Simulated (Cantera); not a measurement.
A freely propagating, adiabatic, planar premixed flame of CH4 : C2H6 : C3H8 : O2 : N2 = 1 : 0.14 : 0.12 : 3.68 : 13.8 (molar parts), unburnt at 623 K and 0.132 atm; mixture-averaged transport, grid criteria slope 0.08 and curve 0.16, no radiation.

Detailed kinetics in Cantera: GRI-Mech 3.0 (53 species, 325 reactions). Burning velocities carry a grid error of a few per cent, more on coarse grids.

### Question
Predict: laminar burning velocity; thermal thickness; peak x(OH); peak x(O); peak x(H2).

### Answer
```json
{
  "laminar_burning_velocity": "185 cm/s",
  "thermal_thickness": "1.95 mm",
  "peak x(OH)": "0.0111",
  "peak x(O)": "0.00972",
  "peak x(H2)": "0.0212"
}
```
